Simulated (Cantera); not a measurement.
An adiabatic, constant-volume homogeneous reactor starts with H₂ : O₂ : N₂ = 1 : 0.98 : 3.69 (molar parts), at 1350 K and 5.00 bar. Integrator tolerance rtol = 1e-08.

Detailed kinetics in Cantera: the H2/O2 subset of GRI-Mech 3.0, which has no nitrogen chemistry. The hydrogen kinetics of GRI-Mech 3.0 are dated; newer H2 mechanisms differ, most at raised pressure.

### Question
What does this change do: initial temperature 1350 to 1473 K?

### Answer
| quantity | before | after |
|---|---|---|
| time of steepest temperature rise | 5.30 µs | 3.18 µs |
| temperature at 3.00 s | 2725 K | 2793 K |
| equilibrium temperature | 2725 K | 2793 K |
| x(H₂) at 3.00 s | 0.00324 (gas-phase equilibrium 0.00324) | 0.00431 (gas-phase equilibrium 0.00431) |
| x(O₂) at 3.00 s | 0.0877 (gas-phase equilibrium 0.0877) | 0.0867 (gas-phase equilibrium 0.0867) |
| x(OH) at 3.00 s | 0.0170 (gas-phase equilibrium 0.0170) | 0.0203 (gas-phase equilibrium 0.0203) |
| x(H) at 3.00 s | 0.00118 (gas-phase equilibrium 0.00118) | 0.00178 (gas-phase equilibrium 0.00178) |
| x(O) at 3.00 s | 0.00392 (gas-phase equilibrium 0.00392) | 0.00528 (gas-phase equilibrium 0.00528) |

### Question
What does this change do: H2 1 to 0.46 parts?

### Answer
| quantity | before | after |
|---|---|---|
| time of steepest temperature rise | 5.30 µs | 6.76 µs |
| temperature at 3.00 s | 2725 K | 2135 K |
| equilibrium temperature | 2725 K | 2135 K |
| x(H₂) at 3.00 s | 0.00324 (gas-phase equilibrium 0.00324) | 6.52e-5 (gas-phase equilibrium 6.52e-5) |
| x(O₂) at 3.00 s | 0.0877 (gas-phase equilibrium 0.0877) | 0.152 (gas-phase equilibrium 0.152) |
| x(OH) at 3.00 s | 0.0170 (gas-phase equilibrium 0.0170) | 0.00204 (gas-phase equilibrium 0.00204) |
| x(H) at 3.00 s | 0.00118 (gas-phase equilibrium 0.00118) | 1.14e-5 (gas-phase equilibrium 1.14e-5) |
| x(O) at 3.00 s | 0.00392 (gas-phase equilibrium 0.00392) | 0.000252 (gas-phase equilibrium 0.000252) |
